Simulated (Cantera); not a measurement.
NO annealing gas

An isothermal, constant-pressure homogeneous reactor starts with 87.7 % NO, 12.3 % N2, at 1750 K and 7.50 Torr.

Model: GRI-Mech 3.0 (53 species, 325 reactions), integrated in Cantera. Radical loss at walls, strong at low pressure, is not modelled.

```tsv
t (s)	x NO	x NO2	x N2	x O	x O2
3.00e-6	0.877	<1e-12	0.123	3.37e-9	<1e-12
1.15e-5	0.877	<1e-12	0.123	1.29e-8	<1e-12
4.40e-5	0.877	1.30e-11	0.123	4.94e-8	3.71e-12
0.000169	0.877	1.91e-10	0.123	1.89e-7	5.45e-11
0.000646	0.877	2.77e-9	0.123	7.24e-7	7.92e-10
0.00248	0.877	3.97e-8	0.123	2.75e-6	1.15e-8
0.00949	0.877	5.47e-7	0.123	1.03e-5	1.71e-7
0.0363	0.877	6.04e-6	0.123	3.60e-5	2.99e-6
0.139	0.877	2.35e-5	0.123	8.89e-5	6.50e-5
0.533	0.876	2.84e-5	0.123	0.000115	0.000557
2.04	0.871	3.37e-5	0.125	0.000125	0.00272
7.83	0.855	4.99e-5	0.134	0.000146	0.0111
30.0	0.790	8.88e-5	0.166	0.000202	0.0431
```
x: mole fraction; the columns are a selection and need not sum to one.

Equilibrium at this temperature and pressure: NO 0.00426, NO2 1.71e-6, N2 0.559, O 0.000497, O2 0.436 (gas phase only).
